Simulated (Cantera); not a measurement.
A diamond (100) surface in a fixed gas of H2 with x(CH4) = 0.0062, x(H) = 0.006, x(CH3) = 0.0012, 2100 Pa; coverages are run to steady state.

Cantera simulation using the Harris–Goodwin 1993 mechanism for the reconstructed diamond (100) surface; the numbers are that mechanism's predictions, not measurements.

One state of this run: growth (µm/h) = 6.74; θ c6HH = 0.449; θ c6H* = 0.0349; θ c6*H = 0.469; θ c6** = 0.0247; θ c6HM = 0.0125. θ: site fractions in the mechanism's names (c6HH fully hydrogenated, c6H* and c6*H radical sites, c6** diradical, c6HM methylated).

Problem. Which value of T (K) does it belong to?
A) 1175
B) 1325
C) 1100
D) 1250

Solution. A, 1175
